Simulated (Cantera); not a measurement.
## Ammonia decomposition in nitride growth gas

An isothermal, constant-pressure homogeneous reactor starts with 74.1 % NH3, 25.9 % H2, at 2100 K and 750 Torr.

Computed with Cantera and the gas-phase N/H chemistry of the illustrative SiF4/NH3 mechanism in the Surface Chemkin manual (1991). Walls and surfaces, which speed up NH3 decomposition in real reactors, are not modelled.

| t (s) | x NH3 | x H2 | x NH | x N2H4 | x N2 | x NH2 | x N2H2 |
|---|---|---|---|---|---|---|---|
| 0.000700 | 0.691 | 0.293 | 2.68e-5 | 5.19e-7 | 0.0135 | 0.00156 | 7.85e-6 |
| 0.00127 | 0.654 | 0.320 | 2.67e-5 | 4.78e-7 | 0.0244 | 0.00150 | 7.19e-6 |
| 0.00231 | 0.592 | 0.364 | 2.64e-5 | 4.15e-7 | 0.0420 | 0.00139 | 6.19e-6 |
| 0.00420 | 0.500 | 0.430 | 2.55e-5 | 3.27e-7 | 0.0685 | 0.00124 | 4.84e-6 |
| 0.00764 | 0.377 | 0.518 | 2.38e-5 | 2.22e-7 | 0.104 | 0.00102 | 3.29e-6 |
| 0.0139 | 0.238 | 0.616 | 2.09e-5 | 1.19e-7 | 0.144 | 0.000745 | 1.83e-6 |
| 0.0252 | 0.116 | 0.704 | 1.65e-5 | 4.42e-8 | 0.179 | 0.000455 | 7.62e-7 |
| 0.0458 | 0.0376 | 0.759 | 1.08e-5 | 9.26e-9 | 0.202 | 0.000208 | 2.00e-7 |
| 0.0833 | 0.00724 | 0.780 | 5.05e-6 | 8.20e-10 | 0.210 | 6.20e-5 | 2.44e-8 |
| 0.151 | 0.00149 | 0.784 | 1.54e-6 | 5.10e-11 | 0.212 | 1.55e-5 | 1.75e-9 |
| 0.275 | 0.000532 | 0.784 | 5.72e-7 | 6.79e-12 | 0.212 | 5.65e-6 | 2.38e-10 |
| 0.500 | 0.000242 | 0.785 | 2.62e-7 | 1.42e-12 | 0.212 | 2.58e-6 | 5.04e-11 |
| 0.908 | 0.000122 | 0.785 | 1.32e-7 | <1e-12 | 0.212 | 1.29e-6 | 1.34e-11 |
| 1.65 | 6.39e-5 | 0.785 | 6.92e-8 | <1e-12 | 0.212 | 6.80e-7 | 4.33e-12 |
| 3.00 | 3.45e-5 | 0.785 | 3.74e-8 | <1e-12 | 0.212 | 3.67e-7 | 1.89e-12 |
x: mole fraction; the columns are a selection and need not sum to one.

Equilibrium at this temperature and pressure: NH3 5.49e-6, H2 0.785, NH 5.94e-9, N2H4 <1e-12, N2 0.212, NH2 5.84e-8, N2H2 <1e-12 (gas phase only).
